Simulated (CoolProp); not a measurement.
Vapour-liquid equilibrium of sulfur dioxide (1) + toluene (2) at 1.13 bar; x and y are mole fractions of (1).

The numbers come from the multi-fluid Helmholtz-energy mixture model, Gao 2016 and Lemmon 2006; pair parameters Bell 2016 in CoolProp.

```json
[
 {"x": "0.05", "bubble temperature, mixture model (°C)": "85.4", "bubble temperature, Raoult's law (°C)": "75.7", "y, mixture model": "0.598", "y, Raoult's law": "0.719"},
 {"x": "0.15", "bubble temperature, mixture model (°C)": "50.5", "bubble temperature, Raoult's law (°C)": "43.6", "y, mixture model": "0.903", "y, Raoult's law": "0.930"},
 {"x": "0.25", "bubble temperature, mixture model (°C)": "31.6", "bubble temperature, Raoult's law (°C)": "28.4", "y, mixture model": "0.964", "y, Raoult's law": "0.970"},
 {"x": "0.35", "bubble temperature, mixture model (°C)": "19.9", "bubble temperature, Raoult's law (°C)": "18.9", "y, mixture model": "0.983", "y, Raoult's law": "0.984"},
 {"x": "0.45", "bubble temperature, mixture model (°C)": "11.9", "bubble temperature, Raoult's law (°C)": "12.1", "y, mixture model": "0.991", "y, Raoult's law": "0.991"},
 {"x": "0.55", "bubble temperature, mixture model (°C)": "6.3", "bubble temperature, Raoult's law (°C)": "6.9", "y, mixture model": "0.995", "y, Raoult's law": "0.994"},
 {"x": "0.65", "bubble temperature, mixture model (°C)": "2.1", "bubble temperature, Raoult's law (°C)": "2.7", "y, mixture model": "0.997", "y, Raoult's law": "0.997"},
 {"x": "0.75", "bubble temperature, mixture model (°C)": "-1.1", "bubble temperature, Raoult's law (°C)": "-0.8", "y, mixture model": "0.998", "y, Raoult's law": "0.998"},
 {"x": "0.85", "bubble temperature, mixture model (°C)": "-3.9", "bubble temperature, Raoult's law (°C)": "-3.8", "y, mixture model": "0.999", "y, Raoult's law": "0.999"},
 {"x": "0.95", "bubble temperature, mixture model (°C)": "-6.4", "bubble temperature, Raoult's law (°C)": "-6.4", "y, mixture model": "1.000", "y, Raoult's law": "1.000"}
]
```

The largest gap from Raoult's law is +9.7 K in bubble temperature, at x = 0.05. No azeotrope shows between x = 0.05 and 0.95.

Pair parameters are fitted to limited data, so mixtures are less certain than the pure fluids. The gap from Raoult's law changes sign with composition, which may be real or a fault of the pair parameters; it wasn't checked against measurements.
